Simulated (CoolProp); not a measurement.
Tetrahydrofuran at several states: Z from the reference equation and from simpler models built on Tc = 267.0 °C, pc = 5304 kPa, ω = 0.234; each cubic takes its own stable root.

Model: reference Helmholtz-energy equation of state, Fiedler 2023, in CoolProp.

```tsv
T (°C)	p (kPa)	phase	reference	van der Waals	Redlich-Kwong
-71.85	489	liquid	0.02138	0.03537	0.02373
113.75	9760	liquid	0.2758	0.4300	0.3036
-18.45	222	liquid	0.008137	0.01333	0.008962
```
